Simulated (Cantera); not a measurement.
A closed system holds: 1 mol Si, 2.3 mol CO, at 775 K and 0.320 bar.

Method: chemical equilibrium by Gibbs-energy minimisation in Cantera with the NASA 1993 tables (ideal gas, pure condensed phases). Candidate condensed phases: C, Si, SiC, SiO₂; 20 gas species. Kinetics and transport are ignored.

Question: What is the equilibrium state?

Answer: 
```json
{
 "x(CO₂)": "0.890",
 "x(CO)": "0.110",
 "n(C(graphite))": "2.14 mol",
 "n(SiO₂(α-quartz))": "1.00 mol",
 "gas_amount": "0.1588 mol",
 "log10 activity of Si(s) (absent)": "-24.69"
}
```
